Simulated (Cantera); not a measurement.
Feed: 1 mol SiO₂, a varied amount of Al₂O₃, 17 mol H₂, equilibrated at 1748 K and 133 Pa.

These are equilibrium values from Cantera (NASA tables, ideal gas, pure condensed phases), not measurements of a reactor. Candidate condensed phases: Al, Al₂O₃, Al₂SiO₅, Al₆Si₂O₁₃, H₂O, Si, SiO₂; 28 gas species. Mutual solubility and eutectic melting of coexisting phases are not modelled. The tables hold silica as quartz up to 1696 K and as liquid above; real silica turns to tridymite and cristobalite and melts near 1996 K. Condensed phases not in the tables: alloys, solid solutions and most ternary compounds. The numbers say what is thermodynamically allowed, not how fast it happens.

x: gas mole fraction; n: condensed amount in mol.

```tsv
n(Al₂O₃) (mol)	x H₂	x SiO	x H₂O	x H	x OH	x SiO₂	n Al₆Si₂O₁₃(mullite)	n SiO₂(condensed)	n Al₂O₃(s)
0.14	0.947	0.0234	0.0234	0.00609	8.77e-6	1.29e-6	0.0467	___	0
0.2	0.947	0.0234	0.0234	0.00609	8.77e-6	1.29e-6	0.0667	___	0
0.3	0.947	0.0234	0.0234	0.00609	8.77e-6	1.29e-6	0.1000	___	0
0.44	0.947	0.0234	0.0234	0.00609	8.77e-6	1.29e-6	0.147	___	0
0.65	0.947	0.0234	0.0234	0.00609	8.77e-6	1.29e-6	0.217	___	0
0.96	0.953	0.0207	0.0207	0.00611	7.73e-6	1.00e-6	0.320	0	0
1.4	0.965	0.0144	0.0144	0.00615	5.34e-6	4.78e-7	0.376	0	0.273
2.1	0.965	0.0144	0.0144	0.00615	5.34e-6	4.78e-7	0.376	0	0.973
```

Task: Complete the blanks.

Result: 
- 0.14, n SiO₂(condensed): 0.498
- 0.2, n SiO₂(condensed): 0.458
- 0.3, n SiO₂(condensed): 0.391
- 0.44, n SiO₂(condensed): 0.298
- 0.65, n SiO₂(condensed): 0.158
